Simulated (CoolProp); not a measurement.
The fluid at 293.15 K and 0.512 MPa flows at 0.9 m/s in a round tube of 2 mm bore and 45 µm roughness, fully developed (64/Re and Nu = 3.66 if laminar; Colebrook and Gnielinski if turbulent). The same conditions are run with several fluids, on thermodynamics alone (safety and materials aside).

Computed with CoolProp (reference Helmholtz-energy equation of state of each fluid (normal hydrogen: Leachman 2009; nitrogen: Span 2000; dry air: Lemmon 2000; CH2F2 (R32): Tillner-Roth 1997)). Blends and air are pseudo-pure fits.

```csv
fluid,Reynolds number,Darcy friction factor,pressure drop (Pa/m),heat-transfer coefficient (W/(m² K)),mass flow (kg/h)
normal hydrogen,86.4,___,___,337,___
nitrogen,602,0.106,___,___,___
dry air,601,0.107,132,47.6,0.0620
CH2F2 (R32),1610,0.0399,___,25.2,0.120
```

Task: Some entries are withheld; supply them.

Result: 
- normal hydrogen, Darcy friction factor: 0.741
- normal hydrogen, pressure drop (Pa/m): 63.4
- normal hydrogen, mass flow (kg/h): 0.00430
- nitrogen, pressure drop (Pa/m): 127
- nitrogen, heat-transfer coefficient (W/(m² K)): 46.9
- nitrogen, mass flow (kg/h): 0.0600
- CH2F2 (R32), pressure drop (Pa/m): 94.8

Transport values come from each fluid's own correlations; those of CH2F2 (R32) are estimates that may be off by 10 % or more.
